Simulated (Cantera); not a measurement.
What does this Cantera script print?

```python
import numpy as np
import cantera as ct

gas = ct.Solution("gri30.yaml", transport_model="mixture-averaged")
show = ['CO2', 'C2H2', 'CH4']

rows = []
print(f"{'T/K':>7s}{'rho':>11s}{'cp':>10s}{'mu':>11s}{'lambda':>11s}{'Pr':>7s}" + "".join(f"{'D_' + s:>11s}" for s in show))
for T in [400, 600, 800, 1000, 1200, 1400, 1600, 1800]:
    gas.TPX = T, 13332, {'H2': 0.07}
    Pr = gas.cp_mass * gas.viscosity / gas.thermal_conductivity
    D = [gas.mix_diff_coeffs_mole[gas.species_index(s)] for s in show]
    rows.append([gas.density, gas.cp_mass, gas.viscosity, gas.thermal_conductivity, Pr, *D])
    print(f"{T:7g}{gas.density:11.4e}{gas.cp_mass:10.1f}{gas.viscosity:11.4e}"
          f"{gas.thermal_conductivity:11.4e}{Pr:7.3f}" + "".join(f"{d:11.4e}" for d in D))
print("SI units: kg/m3, J/kg/K, Pa s, W/m/K, m2/s")
```

Output:

```
    T/K        rho        cp         mu     lambda     Pr      D_CO2     D_C2H2      D_CH4
    400 8.0815e-03   14522.5 1.0869e-05 2.2910e-01  0.689 8.3121e-04 7.7779e-04 9.1809e-04
    600 5.3877e-03   14511.2 1.4145e-05 2.9848e-01  0.688 1.6595e-03 1.5488e-03 1.8183e-03
    800 4.0407e-03   14690.4 1.7037e-05 3.6340e-01  0.689 2.6916e-03 2.5093e-03 2.9393e-03
   1000 3.2326e-03   14961.9 1.9676e-05 4.2830e-01  0.687 3.9071e-03 3.6404e-03 4.2596e-03
   1200 2.6938e-03   15377.0 2.2132e-05 4.9373e-01  0.689 5.2920e-03 4.9292e-03 5.7642e-03
   1400 2.3090e-03   15801.0 2.4446e-05 5.5944e-01  0.690 6.8359e-03 6.3661e-03 7.4421e-03
   1600 2.0204e-03   16218.9 2.6644e-05 6.2501e-01  0.691 8.5306e-03 7.9435e-03 9.2842e-03
   1800 1.7959e-03   16619.0 2.8747e-05 6.9008e-01  0.692 1.0369e-02 9.6551e-03 1.1283e-02
SI units: kg/m3, J/kg/K, Pa s, W/m/K, m2/s
```

Computed with Cantera and GRI-Mech 3.0 (53 species, 325 reactions).
